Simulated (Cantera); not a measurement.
# Thermodynamics of roasting and sulfation, feed MgO + SO₃ + CO₂

A closed system holds: 1 mol MgO, 3.1 mol SO₃, a varied amount of CO₂, at 925 °C and 0.100 bar.

These are equilibrium values from Cantera (NASA tables, ideal gas, pure condensed phases), not measurements of a reactor. Candidate condensed phases: C, Mg, MgCO₃, MgO, MgS, MgSO₄, S; 26 gas species. Mutual solubility and eutectic melting of coexisting phases are not modelled. The numbers say what is thermodynamically allowed, not how fast it happens.

| n(CO₂) (mol) | x CO₂ | x SO₂ | x O₂ | x SO₃ | x CO | x O | x SO | n MgSO₄(s) | n MgO(s) |
|---|---|---|---|---|---|---|---|---|---|
| 0.95 | 0.234 | 0.497 | 0.248 | 0.0205 | 2.47e-8 | 3.79e-8 | 2.47e-9 | 1.00 | 0 |
| 1.4 | 0.310 | 0.448 | 0.224 | 0.0175 | 3.45e-8 | 3.60e-8 | 2.34e-9 | 1.00 | 0 |
| 1.8 | 0.366 | 0.412 | 0.206 | 0.0155 | 4.25e-8 | 3.45e-8 | 2.25e-9 | 1.00 | 0 |
| 2.3 | 0.425 | 0.375 | 0.187 | 0.0134 | 5.17e-8 | 3.29e-8 | 2.14e-9 | 1.00 | 0 |
| 2.7 | 0.464 | 0.349 | 0.175 | 0.0121 | 5.84e-8 | 3.18e-8 | 2.07e-9 | 0.995 | 0.00500 |
| 3.2 | 0.464 | 0.349 | 0.175 | 0.0121 | 5.84e-8 | 3.18e-8 | 2.07e-9 | 0.605 | 0.395 |
| 3.6 | 0.464 | 0.349 | 0.175 | 0.0121 | 5.84e-8 | 3.18e-8 | 2.07e-9 | 0.293 | 0.707 |
| 4.1 | 0.471 | 0.345 | 0.172 | 0.0118 | 5.98e-8 | 3.15e-8 | 2.05e-9 | 0 | 1.00 |
| 4.5 | 0.495 | 0.330 | 0.165 | 0.0111 | 6.41e-8 | 3.08e-8 | 2.01e-9 | 0 | 1.00 |
| 4.9 | 0.516 | 0.316 | 0.158 | 0.0104 | 6.83e-8 | 3.02e-8 | 1.97e-9 | 0 | 1.00 |
| 5.4 | 0.540 | 0.300 | 0.150 | 0.00962 | 7.33e-8 | 2.94e-8 | 1.92e-9 | 0 | 1.00 |
| 5.8 | 0.558 | 0.289 | 0.144 | 0.00907 | 7.72e-8 | 2.89e-8 | 1.88e-9 | 0 | 1.00 |
| 6.3 | 0.578 | 0.276 | 0.138 | 0.00846 | 8.19e-8 | 2.82e-8 | 1.84e-9 | 0 | 1.00 |
x: gas mole fraction; n: condensed amount in mol.

From 0.95 mol CO₂ to 2.3 mol CO₂ the condensed part is MgSO₄(s). From 2.7 mol CO₂ to 3.6 mol CO₂ the condensed part is MgO(s) + MgSO₄(s). From 4.1 mol CO₂ to 6.3 mol CO₂ the condensed part is MgO(s).
